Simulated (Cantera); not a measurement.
## Stirred combustor or abatement burner

A perfectly stirred reactor is fed with 3.84 % CH₄, 14.8 % O₂, 81.4 % N₂, at 1.01 bar; it is adiabatic with a 475 K inlet, and is followed from long to short residence time, starting on the burning branch (τ in s: 0.45, 0.2, 0.089, 0.04, 0.018, 0.0078, 0.0035, 0.0015, 0.00069, 0.00031, 0.00014, 6e-05).

Detailed kinetics in Cantera: GRI-Mech 3.0 (53 species, 325 reactions).

| τ (s) | T (K) | x CH₄ | x O₂ | x NO | x C₂H₂ | x O | x C₂H₄ |
|---|---|---|---|---|---|---|---|
| 0.45 | 1384 | 1.76e-5 | 0.0711 | 1.04e-6 | 3.43e-9 | 1.82e-5 | 1.92e-8 |
| 0.20 | 1383 | 3.00e-5 | 0.0712 | 8.85e-7 | 4.94e-9 | 3.07e-5 | 3.57e-8 |
| 0.089 | 1380 | 5.17e-5 | 0.0713 | 6.95e-7 | 6.71e-9 | 5.11e-5 | 6.32e-8 |
| 0.040 | 1375 | 8.93e-5 | 0.0716 | 5.24e-7 | 8.67e-9 | 8.32e-5 | 1.07e-7 |
| 0.018 | 1365 | 0.000158 | 0.0721 | 3.94e-7 | 1.12e-8 | 0.000130 | 1.82e-7 |
| 0.0078 | 1346 | 0.000313 | 0.0732 | 2.88e-7 | 1.66e-8 | 0.000189 | 3.71e-7 |
| 0.0035 | 475 | 0.0384 | 0.148 | <1e-12 | <1e-12 | <1e-12 | <1e-12 |
| 0.0015 | 475 | 0.0384 | 0.148 | <1e-12 | <1e-12 | <1e-12 | <1e-12 |
| 0.00069 | 475 | 0.0384 | 0.148 | <1e-12 | <1e-12 | <1e-12 | <1e-12 |
| 0.00031 | 475 | 0.0384 | 0.148 | <1e-12 | <1e-12 | <1e-12 | <1e-12 |
| 0.00014 | 475 | 0.0384 | 0.148 | <1e-12 | <1e-12 | <1e-12 | <1e-12 |
| 6.0e-5 | 475 | 0.0384 | 0.148 | <1e-12 | <1e-12 | <1e-12 | <1e-12 |
x: mole fraction; the columns are a selection and need not sum to one.
